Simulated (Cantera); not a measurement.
A freely propagating, adiabatic, planar premixed flame of 3.28 % CH4, 3.28 % C2H6, 19.6 % O2, 73.8 % N2, equivalence ratio 0.92, unburnt at 400 K and 1.00 bar; mixture-averaged transport, grid criteria slope 0.08 and curve 0.16, no radiation.

Model: GRI-Mech 3.0 (53 species, 325 reactions), integrated in Cantera. Burning velocities carry a grid error of a few per cent, more on coarse grids.

Problem. Predict: laminar burning velocity; thermal thickness; peak x(H).

Solution. 
```
Property                     Result
------------------------  ---------
laminar burning velocity  61.1 cm/s
thermal thickness          0.377 mm
peak x(H)                   0.00630
```
